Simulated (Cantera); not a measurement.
## Roasting and sulfation: FeS₂ + O₂ + CO₂

Charge: 1 mol FeS₂, 0.74 mol O₂, 1.4 mol CO₂, held at 1330 Pa.

Method: chemical equilibrium by Gibbs-energy minimisation in Cantera with the NASA 1993 tables (ideal gas, pure condensed phases). Candidate condensed phases: C, Fe, Fe(CO)₅, FeO, FeS, FeSO₄, FeS₂, Fe₂O₃, Fe₂(SO₄)₃, Fe₃O₄, S; 25 gas species. Metal and sulfide melt together well below either melting point, which pure phases cannot show. Mutual solubility and eutectic melting of coexisting phases are not modelled. The tables' stoichiometric FeO is somewhat more stable than real wüstite, so its field is too wide. FeO, FeS: taken at fixed stoichiometry. Gases not in the tables: S₃ to S₇. Kinetics and transport are ignored.

At 427 °C the condensed part is FeS₂(s) + Fe₃O₄(s). At 527 °C the condensed part is FeS(s) + FeS₂(s) + Fe₃O₄(s). From 627 °C to 827 °C the condensed part is FeS(s). At 927 °C the condensed part is FeS(s) + Fe₃O₄(s). From 1027 °C to 1127 °C the condensed part is FeO(s) + FeS(s). From 1227 °C to 1327 °C the condensed part is FeO(s) + FeS(l). From 1427 °C to 1627 °C the condensed part is FeO(l).

```json
[
 {"T (°C)": "427", "x CO₂": "0.716", "x CO": "6.17e-6", "x SO₂": "0.284", "x S₂": "0.000436", "x SO": "2.82e-8", "n FeS₂(s)": "0.722", "n Fe₃O₄(s)": "0.0927", "n FeS(s)": "0", "n FeO(s)": "0", "n FeS(l)": "0", "n FeO(l)": "0"},
 {"T (°C)": "527", "x CO₂": "0.669", "x CO": "9.89e-5", "x SO₂": "0.323", "x S₂": "0.00741", "x SO": "8.34e-7", "n FeS₂(s)": "0.388", "n Fe₃O₄(s)": "0.0320", "n FeS(s)": "0.516", "n FeO(s)": "0", "n FeS(l)": "0", "n FeO(l)": "0"},
 {"T (°C)": "627", "x CO₂": "0.616", "x CO": "0.000827", "x SO₂": "0.326", "x S₂": "0.0558", "x SO": "1.06e-5", "n FeS₂(s)": "0", "n Fe₃O₄(s)": "0", "n FeS(s)": "1.00", "n FeO(s)": "0", "n FeS(l)": "0", "n FeO(l)": "0"},
 {"T (°C)": "727", "x CO₂": "0.613", "x CO": "0.00320", "x SO₂": "0.327", "x S₂": "0.0552", "x SO": "5.38e-5", "n FeS₂(s)": "0", "n Fe₃O₄(s)": "0", "n FeS(s)": "1.00", "n FeO(s)": "0", "n FeS(l)": "0", "n FeO(l)": "0"},
 {"T (°C)": "827", "x CO₂": "0.606", "x CO": "0.00949", "x SO₂": "0.330", "x S₂": "0.0535", "x SO": "0.000202", "n FeS₂(s)": "0", "n Fe₃O₄(s)": "0", "n FeS(s)": "1.00", "n FeO(s)": "0", "n FeS(l)": "0", "n FeO(l)": "0"},
 {"T (°C)": "927", "x CO₂": "0.589", "x CO": "0.0231", "x SO₂": "0.332", "x S₂": "0.0533", "x SO": "0.000614", "n FeS₂(s)": "0", "n Fe₃O₄(s)": "0.00327", "n FeS(s)": "0.990", "n FeO(s)": "0", "n FeS(l)": "0", "n FeO(l)": "0"},
 {"T (°C)": "1027", "x CO₂": "0.543", "x CO": "0.0544", "x SO₂": "0.310", "x S₂": "0.0883", "x SO": "0.00172", "n FeS₂(s)": "0", "n Fe₃O₄(s)": "0", "n FeS(s)": "0.849", "n FeO(s)": "0.151", "n FeS(l)": "0", "n FeO(l)": "0"},
 {"T (°C)": "1127", "x CO₂": "0.464", "x CO": "0.109", "x SO₂": "0.273", "x S₂": "0.147", "x SO": "0.00408", "n FeS₂(s)": "0", "n Fe₃O₄(s)": "0", "n FeS(s)": "0.597", "n FeO(s)": "0.403", "n FeS(l)": "0", "n FeO(l)": "0"},
 {"T (°C)": "1227", "x CO₂": "0.367", "x CO": "0.178", "x SO₂": "0.238", "x S₂": "0.204", "x SO": "0.00830", "n FeS₂(s)": "0", "n Fe₃O₄(s)": "0", "n FeS(s)": "0", "n FeO(s)": "0.692", "n FeS(l)": "0.308", "n FeO(l)": "0"},
 {"T (°C)": "1327", "x CO₂": "0.279", "x CO": "0.244", "x SO₂": "0.217", "x S₂": "0.241", "x SO": "0.0151", "n FeS₂(s)": "0", "n Fe₃O₄(s)": "0", "n FeS(s)": "0", "n FeO(s)": "0.929", "n FeS(l)": "0.0709", "n FeO(l)": "0"},
 {"T (°C)": "1427", "x CO₂": "0.218", "x CO": "0.292", "x SO₂": "0.220", "x S₂": "0.239", "x SO": "0.0260", "n FeS₂(s)": "0", "n Fe₃O₄(s)": "0", "n FeS(s)": "0", "n FeO(s)": "0", "n FeS(l)": "0", "n FeO(l)": "1.000"},
 {"T (°C)": "1527", "x CO₂": "0.173", "x CO": "0.329", "x SO₂": "0.229", "x S₂": "0.220", "x SO": "0.0419", "n FeS₂(s)": "0", "n Fe₃O₄(s)": "0", "n FeS(s)": "0", "n FeO(s)": "0", "n FeS(l)": "0", "n FeO(l)": "0.999"},
 {"T (°C)": "1627", "x CO₂": "0.137", "x CO": "0.357", "x SO₂": "0.232", "x S₂": "0.200", "x SO": "0.0630", "n FeS₂(s)": "0", "n Fe₃O₄(s)": "0", "n FeS(s)": "0", "n FeO(s)": "0", "n FeS(l)": "0", "n FeO(l)": "0.993"}
]
```
x: gas mole fraction; n: condensed amount in mol.
